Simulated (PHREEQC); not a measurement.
Consider water at 53 °C with 10 mmol/kgw TMAH and 0.87 mmol/kgw Na3PO4. Closed to the air; pH follows from the charge balance.

The numbers come from PHREEQC with the ion-association model, wateq4f.dat.

The ionic strength comes out as 0.0138 mol/kgw. What activity coefficients do OH-, NaHPO4-, PO4-3, HPO4-2, Na+ get?

OH- 0.88, NaHPO4- 0.89, PO4-3 0.33, HPO4-2 0.62, Na+ 0.88.

Precipitation was switched off in this run. (CH3)4N+ isn't in the database: it is added as a free cation with an ion size of 4 Å. H3PO4, which wateq4f.dat lacks, is added to it with the constant of phreeqc.dat. Away from 25 °C the constants follow the database's enthalpies or fits; those with neither stay at their 25 °C values.
